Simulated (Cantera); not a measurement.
An isothermal, constant-pressure homogeneous reactor starts with CH4 : H2O : H2 = 1 : 1.9 : 1.5 (molar parts), at 1550 K and 1.50 bar. Integrator tolerance rtol = 1e-08.

Model: GRI-Mech 3.0 (53 species, 325 reactions), integrated in Cantera.

Problem. What does this change do: temperature 1550 to 1675 K?

Solution. 
```tsv
quantity	before	after
x(CH4) at 20.0 s	0.0308 (gas-phase equilibrium 2.20e-6)	0.000721 (gas-phase equilibrium 5.94e-7)
x(H2O) at 20.0 s	0.183 (gas-phase equilibrium 0.131)	0.133 (gas-phase equilibrium 0.132)
x(H2) at 20.0 s	0.655 (gas-phase equilibrium 0.713)	0.710 (gas-phase equilibrium 0.711)
x(O) at 20.0 s	4.82e-12 (gas-phase equilibrium 3.51e-12)	6.65e-11 (gas-phase equilibrium 6.62e-11)
x(CO) at 20.0 s	0.113 (gas-phase equilibrium 0.147)	0.147 (gas-phase equilibrium 0.148)
x(CH2O) at 20.0 s	1.00e-7 (gas-phase equilibrium 6.81e-8)	6.93e-8 (gas-phase equilibrium 6.68e-8)
x(C2H6) at 20.0 s	5.66e-6 (gas-phase equilibrium <1e-12)	3.92e-9 (gas-phase equilibrium <1e-12)
```

Problem. What does this change do: temperature 1550 to 1248 K?

Solution. 
```
quantity                                              before                                      after
-----------------  -----------------------------------------  -----------------------------------------
x(CH4) at 20.0 s      0.0308 (gas-phase equilibrium 2.20e-6)     0.221 (gas-phase equilibrium 0.000157)
x(H2O) at 20.0 s         0.183 (gas-phase equilibrium 0.131)        0.430 (gas-phase equilibrium 0.125)
x(H2) at 20.0 s          0.655 (gas-phase equilibrium 0.713)        0.346 (gas-phase equilibrium 0.719)
x(O) at 20.0 s     4.82e-12 (gas-phase equilibrium 3.51e-12)      <1e-12 (gas-phase equilibrium <1e-12)
x(CO) at 20.0 s          0.113 (gas-phase equilibrium 0.147)      3.20e-5 (gas-phase equilibrium 0.140)
x(CH2O) at 20.0 s    1.00e-7 (gas-phase equilibrium 6.81e-8)    2.96e-8 (gas-phase equilibrium 7.25e-8)
x(C2H6) at 20.0 s     5.66e-6 (gas-phase equilibrium <1e-12)  0.000103 (gas-phase equilibrium 3.50e-11)
```
